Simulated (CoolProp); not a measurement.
n-decane along the isobar 0.718 MPa: Z from the reference equation and from simpler models built on Tc = 617.7 K, pc = 2.101 MPa, ω = 0.488; each cubic takes its own stable root.

Model: reference Helmholtz-energy equation of state, Lemmon 2006, in CoolProp. It is a short technical equation, of lower accuracy than the large ones.

```
T (K)   phase  reference  van der Waals  Redlich-Kwong  Soave-Redlich-Kwong  Peng-Robinson
-----  ------  ---------  -------------  -------------  -------------------  -------------
470.4  liquid    0.04476        0.08315        0.05794              0.05333        0.04711
475.8  liquid    0.04466        0.08306        0.05796              0.05328        0.04705
481.2  liquid    0.04458        0.08303              …              0.05326        0.04702
486.5  liquid    0.04452         0.7755              …              0.05327        0.04702
491.9  liquid    0.04447         0.7833        0.05827              0.05332        0.04705
497.3  liquid    0.04445         0.7906        0.05845              0.05341        0.04712
502.7  liquid    0.04445         0.7975        0.05869              0.05353        0.04722
508.1  liquid    0.04447         0.8041        0.05898              0.05371        0.04737
513.4  liquid    0.04452         0.8102        0.05933              0.05393        0.04755
518.8  liquid    0.04460              …         0.7664              0.05420        0.04779
524.2  liquid    0.04471         0.8216         0.7754              0.05455        0.04808
529.6  liquid    0.04486         0.8270         0.7839              0.05496        0.04844
535    liquid    0.04505         0.8321         0.7918              0.05546        0.04888
540.4  liquid    0.04529         0.8369         0.7993              0.05605        0.04940
545.7     gas     0.7503         0.8415         0.8063               0.7804         0.7663
551.1     gas     0.7638         0.8459         0.8130               0.7901         0.7762
```

Complete the blanks.


- 481.2, Redlich-Kwong: 0.05803
- 486.5, Redlich-Kwong: 0.05812
- 518.8, van der Waals: 0.8160

At some of these states van der Waals, Redlich-Kwong gives the other phase, because its saturation line lies elsewhere.
